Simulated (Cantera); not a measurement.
Counterflow diffusion flame

A counterflow diffusion flame at 1.30 bar, nozzles 20 mm apart: fuel side CH4 : C2H6 : C3H8 = 1 : 0.28 : 0.1 (molar parts) at 375 K, oxidiser side O2 : N2 = 0.18 : 0.82 (molar parts) at 625 K, fuel mass flux 1.1 times the oxidiser's; mixture-averaged transport, no radiation.

Model: GRI-Mech 3.0 (53 species, 325 reactions), integrated in Cantera. GRI-Mech 3.0 has no aromatics or soot, which form on the fuel side of real flames. The maximum strain rate includes the flame's own expansion and is several times the mean.

```tsv
oxidiser flux (kg/m²/s)	max strain (1/s)	mean strain (1/s)	T max (K)	peak x OH	peak x H	peak x NO	peak x CO	peak x C2H2
0.33	208	43.8	2051	0.00611	0.00321	0.000223	0.0439	0.0199
0.41	255	54.4	2040	0.00611	0.00333	0.000210	0.0438	0.0191
0.51	313	67.6	2032	0.00614	0.00347	0.000199	0.0439	0.0183
0.65	393	86.2	2021	0.00613	0.00361	0.000184	0.0441	0.0174
0.81	484	107	2009	0.00609	0.00373	0.000169	0.0442	0.0165
1	590	133	1998	0.00604	0.00383	0.000154	0.0445	0.0157
1.3	754	172	1981	0.00592	0.00394	0.000134	0.0449	0.0145
1.6	915	212	1967	0.00578	0.00399	0.000116	0.0453	0.0135
2	1130	265	1949	0.00558	0.00401	9.71e-5	0.0459	0.0124
```
x: mole fraction; the columns are a selection and need not sum to one.
